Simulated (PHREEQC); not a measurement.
Solution (25 °C): 0.0026 mol Na2SO4 per kg of water. Closed to the air; pH follows from the charge balance.

All values are PHREEQC results (ion-association model, phreeqc.dat), not measurements.

Task: The ionic strength comes out as 0.00771 mol/kgw. What activity coefficients do NaSO4-, SO4-2, Na+ get?

Result: NaSO4- 0.91, SO4-2 0.70, Na+ 0.91.

No solid was allowed to form.
